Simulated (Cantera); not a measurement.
Input: 1 mol SiC, 0.0052 mol O2, 800 mol H2, 0.015 mol H2O, at 1000 Pa.

Method: chemical equilibrium by Gibbs-energy minimisation in Cantera with the NASA 1993 tables (ideal gas, pure condensed phases). Candidate condensed phases: C, C6H6, C7H8, C8H18, H2O, Si, SiC, SiO2; 123 gas species. Mutual solubility and eutectic melting of coexisting phases are not modelled. Gases not in the tables: Si2H6 and higher silanes. Equilibrium is a limit: real reactors are often held back by kinetics, nucleation or transport.

### Question
Which condensed phases are stable at each of these points (T (K)): 923, 1073, 1223, 1373, 1523, 1673, 1823, 1973, 2123?

### Answer
```json
[
 {"T (K)": "923", "condensed phases": "SiC(s) + SiO2(β-quartz)", "Si condensed (%)": "100.0"},
 {"T (K)": "1073", "condensed phases": "SiC(s) + SiO2(β-quartz)", "Si condensed (%)": "100.0"},
 {"T (K)": "1223", "condensed phases": "SiC(s)", "Si condensed (%)": "98.6"},
 {"T (K)": "1373", "condensed phases": "SiC(s)", "Si condensed (%)": "98.7"},
 {"T (K)": "1523", "condensed phases": "SiC(s)", "Si condensed (%)": "98.7"},
 {"T (K)": "1673", "condensed phases": "SiC(s)", "Si condensed (%)": "98.3"},
 {"T (K)": "1823", "condensed phases": "SiC(s)", "Si condensed (%)": "95.3"},
 {"T (K)": "1973", "condensed phases": "SiC(s)", "Si condensed (%)": "70.7"},
 {"T (K)": "2123", "condensed phases": "gas only", "Si condensed (%)": "0.0"}
]
```

From 923 K to 1073 K the condensed part is SiC(s) + SiO2(β-quartz). From 1223 K to 1973 K the condensed part is SiC(s). At 2123 K nothing is condensed.
